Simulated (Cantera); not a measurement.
A Cantera script and what it prints.

```python
import numpy as np
import cantera as ct

gas_names = """
    C CN CO CO2 C2 CCN CNC C2N2 C2O C3 C3O2 C4 C4N2 C5 Fe FeC5O5 FeO N NCO NO NO2 NO3 N2 N2O O O2 O3
""".split()
cond_names = """
    C(gr) Fe(a) Fe(c) Fe(d) Fe(L) FeC5O5(L) FeO(s) FeO(L) Fe2O3(s) Fe3O4(s)
""".split()


def load(file, names, dense=False):
    # The tables refer to 1 bar. Condensed volumes are neglected.
    table = {s.name: s for s in ct.Species.list_from_file(file)}
    out = []
    for n in names:
        d = dict(table[n].input_data)
        d["thermo"] = dict(d["thermo"], **{"reference-pressure": 1e5})
        if dense:
            d["equation-of-state"] = {"model": "constant-volume", "density": "1e6 g/cm^3"}
        out.append(ct.Species.from_dict(d))
    return out


gas = ct.Solution(thermo="ideal-gas", species=load("nasa_gas.yaml", gas_names))
cond = {s.name: ct.Solution(thermo="fixed-stoichiometry", species=[s], name=s.name)
        for s in load("nasa_condensed.yaml", cond_names, dense=True)}
atoms = {
    'Fe2O3': {'Fe': 2, 'O': 3},
    'C': {'C': 1},
    'N2': {'N': 2},
}
top_T = {'C(gr)': 4500, 'Fe2O3(s)': 1830, 'Fe3O4(s)': 1870}  # K; cautious upper limits of use, not melting points


def equilibrate(T, P, feed):
    n = {}
    for name, mol in feed.items():
        for a, k in atoms[name].items():
            n[a] = n.get(a, 0.0) + k * mol
    gas.TPX = T, P, n
    mass = sum(n.values()) * gas.mean_molecular_weight
    gas.equilibrate("TP")
    valid = [c for c in cond.values() if c.min_temp <= T <= top_T.get(c.name, c.max_temp)]
    mix = ct.Mixture([(gas, mass / gas.mean_molecular_weight)] + [(c, 0.0) for c in valid])
    mix.T, mix.P = T, P
    mix.equilibrate("TP", solver="vcs", rtol=1e-11, max_steps=5000)
    return mix


results = []
T = 2150  # K
P = 1333.22  # Pa
for m in [0.78, 1.1, 1.5, 1.8, 2.2, 2.5, 2.8, 3.2, 3.5, 3.9, 4.2, 4.6]:
    feed = {'Fe2O3': 1, 'C': m, 'N2': 10}  # mol
    mix = equilibrate(T, P, feed)
    results.append((T, P, feed, dict(zip(mix.species_names, mix.species_moles))))
    x = sorted(zip(gas.X, gas.species_names), reverse=True)
    print(f"T = {T:g} K  P = {P:g} Pa  n(C) = {m:g} mol  gas = {mix.phase_moles(0):.4g} mol")
    print("   x: " + "  ".join(f"{s} {v:.3e}" for v, s in x if v > 1e-06))
    print("   condensed (mol): " + ("  ".join(f"{mix.phase(i).name} {mix.phase_moles(i):.4g}"
          for i in range(1, mix.n_phases) if mix.phase_moles(i) > 1e-12) or "none"))
```

It prints:

```
T = 2150 K  P = 1333.22 Pa  n(C) = 0.78 mol  gas = 10.98 mol
   x: N2 9.101e-01  CO 3.913e-02  CO2 3.189e-02  Fe 1.494e-02  FeO 1.734e-03  O2 8.938e-04  NO 7.882e-04  O 5.059e-04
   condensed (mol): FeO(L) 1.817
T = 2150 K  P = 1333.22 Pa  n(C) = 1.1 mol  gas = 11.52 mol
   x: N2 8.676e-01  CO 7.055e-02  Fe 3.447e-02  CO2 2.491e-02  FeO 1.734e-03  NO 3.334e-04  O 2.192e-04  O2 1.678e-04
   condensed (mol): FeO(L) 1.583
T = 2150 K  P = 1333.22 Pa  n(C) = 1.5 mol  gas = 12.28 mol
   x: N2 8.144e-01  CO 1.020e-01  Fe 6.135e-02  CO2 2.022e-02  FeO 1.734e-03  NO 1.815e-04  O 1.232e-04  O2 5.296e-05
   condensed (mol): FeO(L) 1.225
T = 2150 K  P = 1333.22 Pa  n(C) = 1.8 mol  gas = 12.86 mol
   x: N2 7.773e-01  CO 1.216e-01  Fe 8.079e-02  CO2 1.832e-02  FeO 1.734e-03  NO 1.346e-04  O 9.353e-05  O2 3.054e-05
   condensed (mol): FeO(L) 0.9384
T = 2150 K  P = 1333.22 Pa  n(C) = 2.2 mol  gas = 13.66 mol
   x: N2 7.322e-01  CO 1.443e-01  Fe 1.048e-01  CO2 1.675e-02  FeO 1.734e-03  NO 1.007e-04  O 7.208e-05  O2 1.814e-05
   condensed (mol): FeO(L) 0.5446
T = 2150 K  P = 1333.22 Pa  n(C) = 2.5 mol  gas = 14.26 mol
   x: N2 7.014e-01  CO 1.594e-01  Fe 1.214e-01  CO2 1.598e-02  FeO 1.734e-03  NO 8.515e-05  O 6.226e-05  O2 1.354e-05
   condensed (mol): FeO(L) 0.245
T = 2150 K  P = 1333.22 Pa  n(C) = 2.8 mol  gas = 14.74 mol
   x: N2 6.785e-01  CO 1.778e-01  Fe 1.301e-01  CO2 1.219e-02  FeO 1.271e-03  NO 5.725e-05  O 4.256e-05  O2 6.326e-06
   condensed (mol): Fe(L) 0.06341
T = 2150 K  P = 1333.22 Pa  n(C) = 3.2 mol  gas = 14.95 mol
   x: N2 6.691e-01  CO 2.007e-01  Fe 1.301e-01  CN 2.468e-05  C2N2 4.514e-06
   condensed (mol): C(gr) 0.1995  Fe(L) 0.05516
T = 2150 K  P = 1333.22 Pa  n(C) = 3.5 mol  gas = 14.95 mol
   x: N2 6.691e-01  CO 2.007e-01  Fe 1.301e-01  CN 2.468e-05  C2N2 4.514e-06
   condensed (mol): C(gr) 0.4995  Fe(L) 0.05516
T = 2150 K  P = 1333.22 Pa  n(C) = 3.9 mol  gas = 14.95 mol
   x: N2 6.691e-01  CO 2.007e-01  Fe 1.301e-01  CN 2.468e-05  C2N2 4.514e-06
   condensed (mol): C(gr) 0.8995  Fe(L) 0.05516
T = 2150 K  P = 1333.22 Pa  n(C) = 4.2 mol  gas = 14.95 mol
   x: N2 6.691e-01  CO 2.007e-01  Fe 1.301e-01  CN 2.468e-05  C2N2 4.514e-06
   condensed (mol): C(gr) 1.199  Fe(L) 0.05516
T = 2150 K  P = 1333.22 Pa  n(C) = 4.6 mol  gas = 14.95 mol
   x: N2 6.691e-01  CO 2.007e-01  Fe 1.301e-01  CN 2.468e-05  C2N2 4.514e-06
   condensed (mol): C(gr) 1.599  Fe(L) 0.05516
```

Equilibrium computed with Cantera from the NASA thermochemical tables; the gas is ideal and each condensed phase is pure. Iron dissolves carbon and melts from about 1420 K in contact with it, which pure phases cannot show. The tables' stoichiometric FeO is somewhat more stable than real wüstite, so its field is too wide. FeO: taken at fixed stoichiometry. Condensed phases not in the tables: cementite and carbon dissolved in iron.
